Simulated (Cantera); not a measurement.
Feed: 1 mol Si3N4, 0.0058 mol O2, 10 mol H2, equilibrated at 1475 °C and 0.0458 Torr.

These are equilibrium values from Cantera (NASA tables, ideal gas, pure condensed phases), not measurements of a reactor. Candidate condensed phases: H2O, Si, SiO2, Si2N2O, Si3N4; 35 gas species. The tables' values for SiN are old estimates; treat these amounts as uncertain. Gases not in the tables: Si2H6 and higher silanes. The numbers say what is thermodynamically allowed, not how fast it happens.

Base state: H2 0.788, N2 0.160, H 0.0260, Si 0.0239, SiO 0.000930, SiH 0.000221, Si2 0.000123, Si2N 6.61e-5 (mole fractions); condensed: Si(l).

What changes in the equilibrium state with this change: temperature from 1475 °C to 1900 °C?


| species | before | after |
|---|---|---|
| H | 0.0260 | 0.370 |
| H2 | 0.788 | 0.358 |
| Si | 0.0239 | 0.162 |
| N2 | 0.160 | 0.109 |
| Si3 | 3.01e-5 | 5.91e-7 |
| Si2N | 6.61e-5 | 2.92e-6 |
| SiH2 | 1.62e-5 | 3.28e-6 |
| Si(l), mol | 2.68 | 0 |

What changes in the equilibrium state with this change: Si3N4 replaced by SiC?


| species | before | after |
|---|---|---|
| H2 | 0.788 | 0.969 |
| H | 0.0260 | 0.0288 |
| CO | 0 | 0.00111 |
| N2 | 0.160 | 0 |
| Si | 0.0239 | 0.00110 |
| Si2N | 6.61e-5 | 0 |
| SiN | 3.88e-5 | 0 |
| C2H2 (acetylene) | 0 | 1.86e-5 |
| Si3 | 3.01e-5 | 2.90e-9 |
| Si(l), mol | 2.68 | 0 |
| SiC(s), mol | 0 | 0.988 |
Further candidate phases: C, C6H6, C7H8, C8H18, SiC.
